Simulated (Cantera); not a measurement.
A closed system holds: 1 mol H₂O, 0.85 mol H₂, equilibrated at 2052 °C and 0.950 bar.

Cantera equilibrium calculation (NASA polynomials, part measured and part estimated; ideal gas, pure solids and liquids). Candidate condensed phases: H₂O; 9 gas species. The numbers say what is thermodynamically allowed, not how fast it happens.

Base state: H₂O 0.537, H₂ 0.454, H 0.00761, OH 0.00150, O 1.70e-5 (mole fractions); condensed: gas only.

**Question.** What changes in the equilibrium state with this change: temperature from 2052 °C to 2277 °C?

**Answer.** 
```csv
species,before,after
H₂O,0.537,0.527
H₂,0.454,0.446
H,0.00761,0.0214
O,1.70e-5,0.000173
O₂,8.39e-6,8.38e-5
```
